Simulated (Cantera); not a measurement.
Charge: 1 mol CaO, 42 mol HBr, 7.5 mol N₂, held at 80.0 mbar.

Method: chemical equilibrium by Gibbs-energy minimisation in Cantera with the NASA 1993 tables (ideal gas, pure condensed phases). Candidate condensed phases: Br₂, Ca, CaBr₂, CaO, Ca(OH)₂, H₂O; 34 gas species. Kinetics and transport are ignored.

Problem. Which condensed phases are stable at each of these points (T (K)): 1148, 1248, 1348, 1448, 1548, 1648, 1748, 1848?

Solution. 
```csv
T (K),condensed phases,Ca condensed (%)
1148,CaBr₂(l),98.7
1248,CaBr₂(l),89.5
1348,CaBr₂(l),40.7
1448,gas only,0.0
1548,gas only,0.0
1648,gas only,0.0
1748,gas only,0.0
1848,gas only,0.0
```

From 1148 K to 1348 K the condensed part is CaBr₂(l). From 1448 K to 1848 K nothing is condensed.
